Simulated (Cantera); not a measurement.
Feed: 1 mol CH3SiCl3, 0.064 mol C2H4, 10 mol H2, held at 1.00 bar.

Equilibrium computed with Cantera from the NASA thermochemical tables; the gas is ideal and each condensed phase is pure. Candidate condensed phases: C, C6H6, C7H8, C8H18, Si, SiC; 109 gas species. The feed counts by its element totals alone. Gases not in the tables: Si2H6 and higher silanes. The numbers say what is thermodynamically allowed, not how fast it happens.

Q: What share of the Si ends up in condensed phases as a function of T (°C), at 852, 927, 1002, 1077, 1152, 1227, 1302, 1377, 1452, 1527, 1602, 1677, 1752, 1827?

A: 
```tsv
T (°C)	Si condensed (%)	as
852	59.6	SiC(s)
927	70.5	SiC(s)
1002	80.1	SiC(s)
1077	87.4	SiC(s)
1152	91.9	SiC(s)
1227	94.1	SiC(s)
1302	94.8	SiC(s)
1377	94.6	SiC(s)
1452	94.0	SiC(s)
1527	93.0	SiC(s)
1602	91.8	SiC(s)
1677	90.4	SiC(s)
1752	88.9	SiC(s)
1827	87.2	SiC(s)
```
